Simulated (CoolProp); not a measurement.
R236FA at 313.39 K and 0.211 MPa is compressed adiabatically to 1.29 MPa with isentropic efficiency 0.6. Each further row changes one setting.

Computed with CoolProp (reference Helmholtz-energy equation of state, Pan 2012).

| case | work (kJ/kg) | final temperature (K) | final density (kg/m³) |
|---|---|---|---|
| as stated | 48.2 | 380.0 | 77.1 |
| efficiency 1 | 28.9 | 362.8 | 86.2 |
| efficiency 0.65 | 44.5 | 376.6 | 78.6 |
